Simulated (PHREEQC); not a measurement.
PHREEQC input (ion-association model, wateq4f.dat):

```
SOLUTION_MASTER_SPECIES
  An  An-  0  An  62.0  # stands for a non-complexing anion
SOLUTION_SPECIES
  An- = An-
    -log_k 0
    -gamma 3.0 0
PHASES
  Fix_H+
    H+ = H+
    -log_k 0
SOLUTION 1
  temp 25
  units mmol/kgw
  pH 7 charge
  Na 100
  An 100
END
SELECTED_OUTPUT 1
  -reset false
  -pH true
  -pe true
  -ionic_strength true
  -water true
  -totals Na
  -molalities Hfo_wOH Hfo_wOH2+ Hfo_wO- Hfo_sOH Hfo_sOH2+ Hfo_sO-
USER_PUNCH 1
  -headings sigma psi
  10 PUNCH EDL("sigma", "Hfo"), EDL("psi", "Hfo")
PRINT
  -reset false
USE solution 1
SURFACE 1
  Hfo_wOH 0.00247191 600 1.1
  Hfo_sOH 6.17978e-05
EQUILIBRIUM_PHASES 1
  Fix_H+ -3 HAn 10
    -force_equality true
  O2(g) -0.68 10
END
# ... the last block is repeated for the other 12 points of pH, with NaOH or the acid as the point needs
```

Selected output (columns that matter, 13 of 13 rows; pH added in front):

```
pH	mu	Na	m_Hfo_wOH	m_Hfo_wOH2+	m_Hfo_wO-	m_Hfo_sOH	m_Hfo_sOH2+	m_Hfo_sO-	sigma	psi
3	0.10246	0.1	4.6839e-05	0.0024251	2.0725e-08	1.171e-06	6.0626e-05	5.1811e-10	0.36341	0.15238
3.5	0.10158	0.1	0.00013388	0.0023379	1.7563e-07	3.347e-06	5.8446e-05	4.3908e-09	0.35032	0.15072
4	0.10122	0.1	0.00032744	0.0021433	1.146e-06	8.186e-06	5.3583e-05	2.865e-08	0.32102	0.14635
4.5	0.10097	0.1	0.00064066	0.0018261	5.149e-06	1.6016e-05	4.5653e-05	1.2873e-07	0.27288	0.13814
5	0.10075	0.1	0.0010058	0.0014501	1.5981e-05	2.5145e-05	3.6254e-05	3.9952e-07	0.21492	0.12607
5.5	0.10055	0.1	0.0013365	0.0010982	3.7262e-05	3.3412e-05	2.7454e-05	9.3155e-07	0.15898	0.11094
6	0.10038	0.1	0.0015864	0.00081477	7.0758e-05	3.9659e-05	2.0369e-05	1.769e-06	0.1115	0.093429
6.5	0.10025	0.1	0.0017488	0.00060785	0.00011526	4.372e-05	1.5196e-05	2.8815e-06	0.073818	0.073883
7	0.10015	0.1	0.0018397	0.00046568	0.0001665	4.5993e-05	1.1642e-05	4.1625e-06	0.044835	0.052451
7.5	0.10008	0.1	0.0018827	0.00036944	0.00021979	4.7067e-05	9.236e-06	5.4948e-06	0.022426	0.029414
8	0.10001	0.1	0.0018971	0.00030034	0.00027451	4.7427e-05	7.5085e-06	6.8626e-06	0.0038714	0.0053518
8.5	0.10005	0.1001	0.0018917	0.00024349	0.00033669	4.7293e-05	6.0873e-06	8.4172e-06	-0.013966	-0.018908
9	0.10013	0.10025	0.0018632	0.00018987	0.00041885	4.658e-05	4.7467e-06	1.0471e-05	-0.034315	-0.042486
```

Complexes and solids missing from the database can't appear. The oxide is taken as insoluble; below pH 4 it would dissolve.
